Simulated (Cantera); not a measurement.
Feed: 1 mol V, 2.5 mol H2O, 12 mol H2, at 6.20 bar.

These are equilibrium values from Cantera (NASA tables, ideal gas, pure condensed phases), not measurements of a reactor. Candidate condensed phases: H2O, V, VO, V2O3, V2O4, V2O5; 12 gas species. Condensed phases not in the tables: the oxides between V2O3 and V2O5 other than VO2. Equilibrium is a limit: real reactors are often held back by kinetics, nucleation or transport. All values below are at 2150 K.

Base state: H2 0.929, H2O 0.0689, H 0.00163, VO2 2.30e-5, OH 1.56e-5 (mole fractions); condensed: V2O3(s).

Q: What changes in the equilibrium state with this change: V replaced by Zr?

A: 
```
species                 before    after
---------------------  -------  -------
H2                       0.929    0.964
H2O                     0.0689   0.0344
H                      0.00163  0.00166
VO2                    2.30e-5        0
OH                     1.56e-5  7.67e-6
V2O3(s), mol             0.500        0
ZrO2(tetragonal), mol        0     1.00
```
Further candidate phases: Zr, ZrO2.
